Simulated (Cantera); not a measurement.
Feed: 1 mol CaF₂, 3.4 mol H₂, equilibrated at 13300 Pa.

These are equilibrium values from Cantera (NASA tables, ideal gas, pure condensed phases), not measurements of a reactor. Candidate condensed phases: Ca, CaF₂; 15 gas species. Rates play no part.

x: gas mole fraction; n: condensed amount in mol.

| T (°C) | x H₂ | x CaF₂ | x HF | x H | x CaF | x Ca | n CaF₂(s) | n CaF₂(l) |
|---|---|---|---|---|---|---|---|---|
| 900 | 1.00 | 1.68e-9 | 8.54e-8 | 3.23e-7 | [?] | 4.18e-8 | 1.00 | 0 |
| 950 | 1.000 | 9.65e-9 | 2.73e-7 | 8.23e-7 | [?] | 1.32e-7 | 1.000 | 0 |
| 1000 | 1.000 | 4.80e-8 | 7.96e-7 | 1.95e-6 | [?] | 3.80e-7 | 1.000 | 0 |
| 1050 | 1.000 | 2.10e-7 | 2.14e-6 | 4.34e-6 | [?] | 1.00e-6 | 1.000 | 0 |
| 1100 | 1.000 | 8.19e-7 | 5.35e-6 | 9.12e-6 | [?] | 2.44e-6 | 1.000 | 0 |
| 1150 | 1.000 | 2.88e-6 | 1.25e-5 | 1.82e-5 | [?] | 5.53e-6 | 1.000 | 0 |
| 1200 | 1.000 | 9.11e-6 | 2.76e-5 | 3.46e-5 | [?] | 1.17e-5 | 1.000 | 0 |
| 1250 | 1.000 | 2.65e-5 | 5.76e-5 | 6.33e-5 | [?] | 2.35e-5 | 1.000 | 0 |
| 1300 | 1.000 | 7.13e-5 | 0.000115 | 0.000111 | [?] | 4.45e-5 | 1.000 | 0 |
| 1350 | 0.999 | 0.000179 | 0.000220 | 0.000189 | [?] | 8.02e-5 | 0.999 | 0 |
| 1400 | 0.999 | 0.000423 | 0.000405 | 0.000312 | [?] | 0.000138 | 0.998 | 0 |
| 1450 | 0.997 | 0.000908 | 0.000709 | 0.000499 | [?] | 0.000227 | 0 | 0.995 |
| 1500 | 0.995 | 0.00182 | 0.00119 | 0.000777 | [?] | 0.000358 | 0 | 0.991 |
| 1550 | 0.992 | 0.00350 | 0.00196 | 0.00118 | [?] | 0.000546 | 0 | 0.983 |

Problem. Fill in the missing entries.

Solution. 
- 900, x CaF: 1.80e-9
- 950, x CaF: 8.69e-9
- 1000, x CaF: 3.68e-8
- 1050, x CaF: 1.39e-7
- 1100, x CaF: 4.71e-7
- 1150, x CaF: 1.46e-6
- 1200, x CaF: 4.11e-6
- 1250, x CaF: 1.07e-5
- 1300, x CaF: 2.60e-5
- 1350, x CaF: 5.93e-5
- 1400, x CaF: 0.000128
- 1450, x CaF: 0.000254
- 1500, x CaF: 0.000478
- 1550, x CaF: 0.000864
